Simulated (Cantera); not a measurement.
Input (Python, Cantera) and output of one run.

```python
import numpy as np
import cantera as ct

gas_names = """
    B2O2 H2 HBO2
""".split()
cond_names = """
    B(b) B(L)
""".split()


# ... load() reads the species with a 1 bar reference pressure and builds the phases ...
species = {s.name: s for s in load("nasa_gas.yaml", gas_names) + load("nasa_condensed.yaml", cond_names)}
# Each term lists the table entries of one substance; the one whose range holds T is used.
reactions = {
    '2 B2O2(g) + H2(g) = 2 HBO2(g) + 2 B':
        [(-2, ['B2O2']), (-1, ['H2']), (2, ['HBO2']), (2, ['B(b)', 'B(L)'])],
}


def pick(names, T):
    return next(species[n] for n in names if species[n].thermo.min_temp <= T <= species[n].thermo.max_temp)


results = []
for label, terms in reactions.items():
    print(label)
    print("     T/K   dH/kJ  dS/(J/K)   dG/kJ   log10 K")
    for T in [1698, 1898, 2098, 2298, 2498, 2698]:
        used = [(nu, pick(names, T)) for nu, names in terms]
        dH = sum(nu * s.thermo.h(T) for nu, s in used) / 1e6
        dS = sum(nu * s.thermo.s(T) for nu, s in used) / 1e3
        dG = dH - T * dS / 1e3
        logK = -dG * 1e6 / (ct.gas_constant * T * np.log(10))
        results.append((label, T, dH, dS, dG, logK, [s.name for _, s in used]))
        print(f"{T:8g} {dH:8.1f} {dS:8.1f} {dG:8.1f} {logK:8.2f}")
```

Result:

```
2 B2O2(g) + H2(g) = 2 HBO2(g) + 2 B
     T/K   dH/kJ  dS/(J/K)   dG/kJ   log10 K
    1698   -218.4   -146.7     30.6    -0.94
    1898   -216.9   -145.8     59.9    -1.65
    2098   -215.0   -144.9     88.9    -2.21
    2298   -212.8   -143.8    117.8    -2.68
    2498   -109.6   -100.0    140.1    -2.93
    2698   -106.6    -98.8    160.0    -3.10
```

Cantera with NASA thermochemical tables; ideal gases at 1 bar, condensed phases pure. Condensed species are held in their standard states even where they would react or evaporate.
